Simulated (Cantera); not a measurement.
Input: 1 mol Si, 5.8 mol HCl, at 1023 K and 5.50e-5 bar.

Equilibrium computed with Cantera from the NASA thermochemical tables; the gas is ideal and each condensed phase is pure. Candidate condensed phases: Si; 19 gas species. The tables' values for SiCl₃ are old estimates; treat these amounts as uncertain. Equilibrium is a limit: real reactors are often held back by kinetics, nucleation or transport.

Task: What is the equilibrium state?

Result: 
```json
{
  "x(H₂)": "0.399",
  "x(HCl)": "0.395",
  "x(SiCl₄)": "0.189",
  "x(SiCl₃)": "0.00802",
  "x(SiCl₂)": "0.00719",
  "x(SiHCl₃)": "0.00162",
  "x(SiH₂Cl₂)": "1.53e-6",
  "gas_amount": "4.854 mol",
  "log10 activity of Si(s) (absent)": "-1.99"
}
```
